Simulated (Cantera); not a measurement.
Feed: 1 mol Fe2O3, a varied amount of H2O, 0.16 mol O2, 0.39 mol Cl2, at 1252 °C and 0.390 bar.

These are equilibrium values from Cantera (NASA tables, ideal gas, pure condensed phases), not measurements of a reactor. Candidate condensed phases: Fe, FeCl2, FeCl3, FeO, Fe(OH)2, Fe(OH)3, Fe2O3, Fe3O4, H2O; 22 gas species. Equilibrium is a limit: real reactors are often held back by kinetics, nucleation or transport.

Question: What share of the Fe ends up in condensed phases as a function of n(H2O) (mol), at 0.056, 0.094, 0.16, 0.26, 0.44, 0.74, 1.2, 2.1?

Answer: 
| n(H2O) (mol) | Fe condensed (%) | as |
|---|---|---|
| 0.056 | 89.9 | Fe2O3(s) |
| 0.094 | 90.9 | Fe2O3(s) |
| 0.16 | 92.5 | Fe2O3(s) |
| 0.26 | 94.6 | Fe2O3(s) |
| 0.44 | 97.0 | Fe2O3(s) |
| 0.74 | 98.5 | Fe2O3(s) |
| 1.2 | 99.2 | Fe2O3(s) |
| 2.1 | 99.6 | Fe2O3(s) |
